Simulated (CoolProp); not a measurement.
n-pentane along the isotherm 531.6 K: Z from the reference equation and from simpler models built on Tc = 469.7 K, pc = 33.68 bar, ω = 0.251; each cubic takes its own stable root.

Values from CoolProp's reference Helmholtz-energy equation of state, Thol 2019.

```tsv
p (bar)	phase	reference
1.68	gas	0.9888
3.37	gas	0.9774
5.05	gas	0.9659
6.74	gas	0.9542
8.42	gas	0.9425
10.1	gas	0.9306
11.8	gas	0.9185
13.5	gas	0.9061
15.2	gas	0.8937
16.8	gas	0.8818
```

### Question
How far does each simpler model (Pitzer virial, van der Waals, Redlich-Kwong, Soave-Redlich-Kwong, Peng-Robinson) lie from the reference over these 10 states: mean and median of the absolute difference, and the worst?

### Answer
- Pitzer virial: mean 0.3 %, median 0.2 %, worst +0.7 % at 531.6 K and 16.8 bar
- van der Waals: mean 0.1 %, median 0.0 %, worst -0.2 % at 531.6 K and 16.8 bar
- Redlich-Kwong: mean 0.4 %, median 0.4 %, worst -0.9 % at 531.6 K and 16.8 bar
- Soave-Redlich-Kwong: mean 0.1 %, median 0.1 %, worst +0.2 % at 531.6 K and 16.8 bar
- Peng-Robinson: mean 0.8 %, median 0.8 %, worst -1.5 % at 531.6 K and 16.8 bar
